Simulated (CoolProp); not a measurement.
Model: reference Helmholtz-energy equation of state, Span 1996, in CoolProp.

Q: For carbon dioxide, give the phase and the density (kg/m³), expansivity (1/kK), conductivity (mW/(m K)) at 310.1 K and 3.69 MPa; 317.5 K and 3.69 MPa; 362.1 K and 3.69 MPa.

A: 
- 310.1 K and 3.69 MPa: gas; density 77.1, expansivity 6.23, conductivity 20.8
- 317.5 K and 3.69 MPa: gas; density 73.8, expansivity 5.70, conductivity 21.1
- 362.1 K and 3.69 MPa: gas; density 59.9, expansivity 3.93, conductivity 23.9

Thermal conductivity comes from a separate model (Huber 2016).
